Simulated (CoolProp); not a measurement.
Values from CoolProp's reference Helmholtz-energy equation of state, Thol 2014.

Q: For diethyl ether, give the phase and the cv (kJ/(kg K)), speed of sound (m/s) at 228.75 °C and 0.0165 MPa.

A: 
- 228.75 °C and 0.0165 MPa: gas; cv 2.14, speed of sound 243
